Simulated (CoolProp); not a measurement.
Vapour-liquid equilibrium of octamethyltrisiloxane (MDM) (1) + octamethylcyclotetrasiloxane (D4) (2) at 0.00754 bar; x and y are mole fractions of (1).

Computed with CoolProp (multi-fluid Helmholtz-energy mixture model, Thol 2017 and Thol 2015; pair parameters Bell 2016).

```
x      bubble temperature (K)  y at the bubble point  dew temperature at overall composition x (K)  liquid density (mol/L)
-----  ----------------------  ---------------------  --------------------------------------------  ----------------------
0.05                    322.0                  0.152                                         323.3                   3.123
0.125                   319.6                  0.324                                         322.4                   3.149
0.2                     317.6                  0.452                                         321.4                   3.174
0.275                   315.9                  0.553                                         320.4                   3.197
0.35                    314.3                  0.635                                         319.3                   3.221
0.425                   312.9                  0.704                                         318.1                   3.244
0.5                     311.6                  0.762                                         316.8                   3.267
0.575                   310.4                  0.813                                         315.5                   3.290
0.65                    309.2                  0.857                                         314.0                   3.313
0.725                   308.1                  0.895                                         312.4                   3.336
0.8                     307.1                  0.929                                         310.7                   3.359
0.875                   306.1                  0.959                                         308.7                   3.381
0.95                    305.2                  0.985                                         306.4                   3.404
```

No azeotrope shows between x = 0.05 and 0.95.

The pair parameters rest on a limited set of measurements; away from them the model extrapolates.
